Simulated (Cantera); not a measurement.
# Adiabatic ignition

An adiabatic, constant-volume homogeneous reactor starts with 7.77 % CH4, 3.57 % CO, 8.62 % O2, 80.0 % N2, at 1523 K and 10.0 bar.

Model: GRI-Mech 3.0 (53 species, 325 reactions), integrated in Cantera.

```
t (s)     T (K)  P (bar)     x CH4    x CO     x O2   x H2O2      x NO    x HCN
--------  -----  -------  --------  ------  -------  -------  --------  -------
2.00e-6    1523    10.00    0.0777  0.0357   0.0862  1.72e-8    <1e-12   <1e-12
9.28e-6    1523    10.00    0.0777  0.0357   0.0862  5.38e-8    <1e-12   <1e-12
4.31e-5    1523     10.0    0.0775  0.0357   0.0862  7.94e-8    <1e-12   <1e-12
0.000200   1532     10.1    0.0759  0.0358   0.0853  3.25e-7  3.92e-12   <1e-12
0.000928   2387     16.8   2.58e-6  0.0904  6.86e-7  1.34e-9  0.000132  2.38e-5
0.00431    2388     16.8  6.91e-10  0.0904  7.01e-7  1.37e-9   5.10e-5  1.13e-6
0.0200     2388     16.8  6.79e-10  0.0904  7.03e-7  1.37e-9   3.35e-5  7.32e-7
0.0928     2388     16.8  6.79e-10  0.0904  7.03e-7  1.37e-9   3.35e-5  7.30e-7
0.431      2388     16.8  6.79e-10  0.0904  7.03e-7  1.37e-9   3.35e-5  7.30e-7
2.00       2388     16.8  6.79e-10  0.0904  7.03e-7  1.37e-9   3.35e-5  7.30e-7
```
x: mole fraction; the columns are a selection and need not sum to one.

```
Item                                                                   Value
---------------------------------  -----------------------------------------
time of steepest temperature rise                                   0.528 ms
temperature at 2.00 s                                                 2388 K
equilibrium temperature                                               2388 K
x(CH4) at 2.00 s                   6.79e-10 (gas-phase equilibrium 7.56e-10)
x(CO) at 2.00 s                        0.0904 (gas-phase equilibrium 0.0904)
x(O2) at 2.00 s                      7.03e-7 (gas-phase equilibrium 7.03e-7)
```
